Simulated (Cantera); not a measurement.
Charge: 1 mol Si₃N₄, 3.4 mol H₂, held at 2.90 mbar.

These are equilibrium values from Cantera (NASA tables, ideal gas, pure condensed phases), not measurements of a reactor. Candidate condensed phases: Si, Si₃N₄; 18 gas species. Mutual solubility and eutectic melting of coexisting phases are not modelled. The tables' values for SiN are old estimates; treat these amounts as uncertain. Gases not in the tables: Si₂H₆ and higher silanes. Equilibrium is a limit: real reactors are often held back by kinetics, nucleation or transport.

x: gas mole fraction; n: condensed amount in mol.

```json
[
 {"T (K)": "1550", "x H₂": "0.957", "x N₂": "0.0423", "x H": "0.000572", "x Si": "1.15e-5", "x SiH": "1.59e-6", "x Si₂N": "2.11e-7", "x SiN": "1.33e-7", "n Si(s)": "0.225", "n Si₃N₄(s)": "0.925", "n Si(l)": "0"},
 {"T (K)": "1575", "x H₂": "0.933", "x N₂": "0.0666", "x H": "0.000745", "x Si": "1.98e-5", "x SiH": "2.46e-6", "x Si₂N": "4.26e-7", "x SiN": "2.61e-7", "n Si(s)": "0.364", "n Si₃N₄(s)": "0.879", "n Si(l)": "0"},
 {"T (K)": "1600", "x H₂": "0.896", "x N₂": "0.103", "x H": "0.000956", "x Si": "3.36e-5", "x SiH": "3.73e-6", "x Si₂N": "8.40e-7", "x SiN": "5.01e-7", "n Si(s)": "0.587", "n Si₃N₄(s)": "0.804", "n Si(l)": "0"},
 {"T (K)": "1625", "x H₂": "0.841", "x N₂": "0.158", "x H": "0.00120", "x Si": "5.62e-5", "x SiH": "5.53e-6", "x Si₂N": "1.62e-6", "x SiN": "9.44e-7", "n Si(s)": "0.955", "n Si₃N₄(s)": "0.682", "n Si(l)": "0"},
 {"T (K)": "1650", "x H₂": "0.761", "x N₂": "0.238", "x H": "0.00147", "x Si": "9.24e-5", "x SiH": "7.93e-6", "x Si₂N": "3.07e-6", "x SiN": "1.74e-6", "n Si(s)": "1.59", "n Si₃N₄(s)": "0.469", "n Si(l)": "0"},
 {"T (K)": "1675", "x H₂": "0.644", "x N₂": "0.354", "x H": "0.00173", "x Si": "0.000150", "x SiH": "1.09e-5", "x Si₂N": "5.70e-6", "x SiN": "3.16e-6", "n Si(s)": "2.80", "n Si₃N₄(s)": "0.0662", "n Si(l)": "0"},
 {"T (K)": "1700", "x H₂": "0.628", "x N₂": "0.370", "x H": "0.00217", "x Si": "0.000234", "x SiH": "1.54e-5", "x Si₂N": "8.38e-6", "x SiN": "4.64e-6", "n Si(s)": "0", "n Si₃N₄(s)": "0", "n Si(l)": "3.00"},
 {"T (K)": "1725", "x H₂": "0.627", "x N₂": "0.370", "x H": "0.00273", "x Si": "0.000350", "x SiH": "2.13e-5", "x Si₂N": "1.12e-5", "x SiN": "6.40e-6", "n Si(s)": "0", "n Si₃N₄(s)": "0", "n Si(l)": "3.00"},
 {"T (K)": "1750", "x H₂": "0.626", "x N₂": "0.370", "x H": "…", "x Si": "…", "x SiH": "…", "x Si₂N": "…", "x SiN": "8.74e-6", "n Si(s)": "0", "n Si₃N₄(s)": "0", "n Si(l)": "3.00"},
 {"T (K)": "1775", "x H₂": "0.626", "x N₂": "0.369", "x H": "…", "x Si": "…", "x SiH": "…", "x Si₂N": "…", "x SiN": "1.18e-5", "n Si(s)": "0", "n Si₃N₄(s)": "0", "n Si(l)": "3.00"},
 {"T (K)": "1800", "x H₂": "0.625", "x N₂": "0.369", "x H": "0.00525", "x Si": "0.00110", "x SiH": "5.32e-5", "x Si₂N": "2.55e-5", "x SiN": "1.59e-5", "n Si(s)": "0", "n Si₃N₄(s)": "0", "n Si(l)": "2.99"},
 {"T (K)": "1825", "x H₂": "0.623", "x N₂": "0.369", "x H": "0.00646", "x Si": "0.00157", "x SiH": "7.08e-5", "x Si₂N": "3.30e-5", "x SiN": "2.11e-5", "n Si(s)": "0", "n Si₃N₄(s)": "0", "n Si(l)": "2.99"},
 {"T (K)": "1850", "x H₂": "0.622", "x N₂": "0.368", "x H": "0.00789", "x Si": "0.00222", "x SiH": "9.36e-5", "x Si₂N": "4.25e-5", "x SiN": "2.79e-5", "n Si(s)": "0", "n Si₃N₄(s)": "0", "n Si(l)": "2.99"}
]
```

Question: Complete the blanks.

Answer: 
- 1750, x H: 0.00342
- 1750, x Si: 0.000518
- 1750, x SiH: 2.92e-5
- 1750, x Si₂N: 1.49e-5
- 1775, x H: 0.00425
- 1775, x Si: 0.000757
- 1775, x SiH: 3.96e-5
- 1775, x Si₂N: 1.95e-5
